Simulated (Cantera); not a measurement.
Charge: 1 mol SiH₂Cl₂, 0.019 mol HCl, 2.8 mol H₂, held at 1173 K and 32.3 Torr.

These are equilibrium values from Cantera (NASA tables, ideal gas, pure condensed phases), not measurements of a reactor. Candidate condensed phases: Si; 19 gas species. The tables' values for SiCl₃ are old estimates; treat these amounts as uncertain. Equilibrium is a limit: real reactors are often held back by kinetics, nucleation or transport.

Base state: H₂ 0.814, HCl 0.0753, SiCl₄ 0.0667, SiHCl₃ 0.0168, SiCl₂ 0.0158, SiCl₃ 0.0104, SiH₂Cl₂ 0.000542 (mole fractions); condensed: Si(s).

Question: What changes in the equilibrium state with this change: pressure from 32.3 Torr to 1.00 Torr?

Answer: 
```
species       before    after
----------  --------  -------
H₂             0.814    0.750
HCl           0.0753    0.141
SiCl₂         0.0158   0.0606
SiHCl₃        0.0168  0.00374
SiCl₄         0.0667   0.0303
SiCl₃         0.0104   0.0136
SiH₂Cl₂     0.000542  5.92e-5
Si(s), mol     0.512    0.498
```
